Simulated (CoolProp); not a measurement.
200 sccm (0 °C, 1 atm) of nitrogen bubbles through liquid water at 351 K and leaves saturated at a total pressure of 0.15 MPa (ideal gas phase). Each further row changes one setting.

Values from CoolProp's reference Helmholtz-energy equation of state, Wagner 2002.

| case | vapour pressure (kPa) | mole fraction of vapour | delivery (mg/min) | delivery (sccm) | change of delivery for a bath 1 K warmer (%) |
|---|---|---|---|---|---|
| as stated | 43.4 | 0.290 | 65.5 | 81.5 | 6.0 |
| bath temperature 356 K | 53.2 | 0.354 | 88.2 | 110 | 6.4 |
| total pressure 0.3 MPa | 43.4 | 0.145 | 27.2 | 33.9 | 4.9 |
